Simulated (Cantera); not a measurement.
A closed system holds: 1 mol CuO, 1.4 mol CO, at 2152 °C and 1.20 bar.

Method: chemical equilibrium by Gibbs-energy minimisation in Cantera with the NASA 1993 tables (ideal gas, pure condensed phases). Candidate condensed phases: C, Cu, CuO, Cu2O; 15 gas species. The numbers say what is thermodynamically allowed, not how fast it happens.

Base state: CO2 0.639, CO 0.265, Cu 0.0912, O2 0.00290, Cu2 0.00120, O 0.000487, CuO 0.000408 (mole fractions); condensed: Cu(l).

What changes in the equilibrium state with this change: temperature from 2152 °C to 1225 °C?


```csv
species,before,after
CO2,0.639,0.714
CO,0.265,0.286
Cu,0.0912,6.63e-6
O2,0.00290,<1e-9
O,0.000487,<1e-9
Cu2,0.00120,2.56e-9
CuO,0.000408,<1e-9
"Cu(l), mol",0.854,1.000
```
